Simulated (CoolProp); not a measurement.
A simple Rankine cycle with hydrogen sulfide: condensing at 289.15 K, boiler at 4.57 MPa, turbine inlet 375.6 K, turbine efficiency 0.75, pump efficiency 0.7, no recuperator. Each further row changes one setting.

Values from CoolProp's reference Helmholtz-energy equation of state, Lemmon 2006. It is a short technical equation, of lower accuracy than the large ones.

| case | thermal efficiency (%) | net work (kJ/kg) | heat in (kJ/kg) | turbine exit temperature (K) | volume ratio over the turbine |
|---|---|---|---|---|---|
| as stated | 9.4 | 46.3 | 493 | 298.6 | 2.42 |
| turbine inlet 395.6 K | 9.9 | 51.4 | 522 | 317.2 | 2.41 |
| condensing temperature 281.15 K | 10.8 | [?] | [?] | 285.5 | 2.90 |
| boiler pressure 3.2 MPa | 6.9 | 35.3 | 516 | [?] | [?] |
| turbine efficiency 0.65 | 8.0 | 39.4 | 493 | [?] | 2.49 |

Question: Complete the blanks.

Answer: 
- condensing temperature 281.15 K, net work (kJ/kg): 55.3
- condensing temperature 281.15 K, heat in (kJ/kg): 510
- boiler pressure 3.2 MPa, turbine exit temperature (K): 325.5
- boiler pressure 3.2 MPa, volume ratio over the turbine: 1.78
- turbine efficiency 0.65, turbine exit temperature (K): 303.9
